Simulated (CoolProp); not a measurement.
Saturated liquid density (kg/m³) of n-butane: the reference equation beside estimates from Tc = 152.0 °C, pc = 37.96 bar, ω = 0.201.

The numbers come from the reference Helmholtz-energy equation of state, Bücker 2006 in CoolProp.

| T (°C) | reference | van der Waals | Redlich-Kwong | Soave-Redlich-Kwong | Peng-Robinson |
|---|---|---|---|---|---|
| -32.35 | 634.3 | 393.4 | 581.1 | 592.1 | 667.7 |
| -25.05 | 626.9 | 389.0 | 573.7 | 585.4 | 660.5 |
| -17.75 | 619.4 | 384.6 | 566.0 | 578.4 | 653.0 |
| -10.45 | 611.8 | 380.0 | 558.1 | 571.2 | 645.2 |
| -3.15 | 604.1 | 375.3 | 550.0 | 563.6 | 637.0 |
| 4.15 | 596.2 | 370.5 | 541.6 | 555.8 | 628.5 |
| 11.45 | 588.2 | 365.5 | 532.8 | 547.6 | 619.6 |
| 18.65 | 580.1 | 360.5 | 523.9 | 539.2 | 610.4 |
| 25.95 | 571.7 | 355.2 | 514.6 | 530.3 | 600.6 |
| 33.25 | 563.1 | 349.7 | 504.8 | 521.0 | 590.3 |
| 40.55 | 554.2 | 344.1 | 494.7 | 511.3 | 579.6 |
| 47.85 | 545.1 | 338.2 | 484.2 | 501.1 | 568.2 |
| 55.15 | 535.6 | 332.1 | 473.3 | 490.3 | 556.2 |
| 62.45 | 525.8 | 325.8 | 461.9 | 479.0 | 543.6 |
| 69.75 | 515.6 | 319.1 | 449.9 | 467.1 | 530.1 |

Absolute difference from the reference over all 15 rows, mean and median: van der Waals 37.9 and 37.9 %, Redlich-Kwong 10.0 and 9.7 %, Soave-Redlich-Kwong 7.4 and 7.1 %, Peng-Robinson 4.8 and 5.2 %.
